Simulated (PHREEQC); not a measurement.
## Spent oxide etchant: speciation

Consider water at 25 °C with 0.081 mol/kgw HF, 0.11 mol/kgw (NH4)2SiF6, 0.084 mol/kgw H3BO3 and 0.046 mol/kgw H2SO4. Closed to the air; pH follows from the charge balance.

Equilibrium calculation in PHREEQC: ion-association model, phreeqc.dat.

This is a speciation only: nothing precipitates in the calculation.

Q: Estimate the pH, density.

A: pH 1.22; density 1.014 g/cm³.

Q: In which forms is S present?

A: HSO4- 55 %, SO4-2 30 %, NH4SO4- 15 % of the S.

Examples of supersaturated solids here: SiO2(a), Quartz (slow to form). Others may be too. Species that the database lacks are ignored. SiF6-2 is the database's only silicon fluoride. Real BF4- forms and hydrolyses slowly; the run takes it at equilibrium.
